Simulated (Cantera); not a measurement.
A perfectly stirred reactor is fed with 0.181 % CO, 1.09 % O2, 8.07 % H2O, 90.7 % N2, equivalence ratio 0.083, at 22000 Pa; it is held at 1198 K, and followed from long to short residence time.

Computed with Cantera and GRI-Mech 3.0 (53 species, 325 reactions).

x: mole fraction; the columns are a selection and need not sum to one.

```
τ (s)       x CO     x O2   x H2O    x HO2   x H2O2      x OH      x H
------  --------  -------  ------  -------  -------  --------  -------
22       6.66e-6  0.00998  0.0807  4.02e-8  9.08e-9   2.04e-5  1.00e-7
7.6            …  0.00998  0.0807        …        …         …        …
2.7      2.70e-5  0.00999  0.0807  1.47e-7  2.92e-8   4.04e-5  7.94e-7
0.95     5.41e-5   0.0100  0.0807  2.62e-7  4.97e-8   5.64e-5  2.19e-6
0.34    0.000106   0.0100  0.0807  4.32e-7  7.96e-8   7.78e-5  5.76e-6
0.12    0.000209   0.0101  0.0806  6.50e-7  1.20e-7  0.000105  1.44e-5
0.042   0.000403   0.0102  0.0805  8.73e-7  1.64e-7  0.000137  3.19e-5
0.015          …   0.0104  0.0804  1.03e-6        …         …        …
0.0052   0.00124   0.0106  0.0804  1.04e-6  1.65e-7  0.000144  4.80e-5
0.0018   0.00172   0.0108  0.0806  6.71e-7  3.02e-8   4.62e-5  7.88e-6
```

Fill in the missing entries.


- 7.6, x CO: 1.36e-5
- 7.6, x HO2: 7.85e-8
- 7.6, x H2O2: 1.67e-8
- 7.6, x OH: 2.88e-5
- 7.6, x H: 2.87e-7
- 0.015, x CO: 0.000736
- 0.015, x H2O2: 1.91e-7
- 0.015, x OH: 0.000159
- 0.015, x H: 5.29e-5
